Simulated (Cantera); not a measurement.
A freely propagating, adiabatic, planar premixed flame of H2 : O2 : N2 = 1 : 0.549 : 1.76 (molar parts), equivalence ratio 0.91, unburnt at 575 K and 0.130 bar; mixture-averaged transport, grid criteria slope 0.08 and curve 0.16, no radiation.

Computed with Cantera and the H2/O2 subset of GRI-Mech 3.0, which has no nitrogen chemistry. Burning velocities carry a grid error of a few per cent, more on coarse grids.

x: mole fraction of selected species; z is measured from the peak of heat release.

```tsv
z (mm)	T (K)	u (m/s)	x H2	x O2	x H2O	x OH	x H2O2	x HO2
-18.6	575	5.87	0.302	0.166	<1e-8	<1e-8	<1e-8	<1e-8
-12.4	575	5.87	0.302	0.166	<1e-8	<1e-8	<1e-8	<1e-8
-9.31	575	5.87	0.302	0.166	<1e-8	<1e-8	<1e-8	<1e-8
-6.21	575	5.87	0.302	0.166	<1e-8	<1e-8	<1e-8	[?]
-3.10	580	5.92	0.301	0.166	0.000327	2.28e-5	5.43e-7	[?]
-1.55	699	7.06	0.280	0.163	0.0105	0.000347	1.15e-6	[?]
0	1102	10.8	0.141	0.115	0.112	0.00355	8.38e-7	[?]
1.55	1390	13.4	0.0482	0.0544	0.216	0.00958	9.64e-7	[?]
3.10	1515	14.5	0.0445	0.0476	0.228	0.0125	7.06e-7	[?]
6.21	1663	15.8	0.0458	0.0439	0.236	0.0160	4.02e-7	[?]
12.4	1827	17.1	0.0456	0.0401	0.246	0.0195	2.06e-7	[?]
24.8	1998	18.5	0.0432	0.0362	0.259	0.0222	1.11e-7	[?]
49.7	2167	19.7	0.0384	0.0321	0.274	0.0234	7.14e-8	[?]
```

Fill in the missing entries.


- -6.21, x HO2: 1.98e-7
- -3.10, x HO2: 5.77e-5
- -1.55, x HO2: 4.17e-5
- 0, x HO2: 1.76e-5
- 1.55, x HO2: 7.42e-6
- 3.10, x HO2: 5.55e-6
- 6.21, x HO2: 4.23e-6
- 12.4, x HO2: 3.15e-6
- 24.8, x HO2: 2.32e-6
- 49.7, x HO2: 1.85e-6
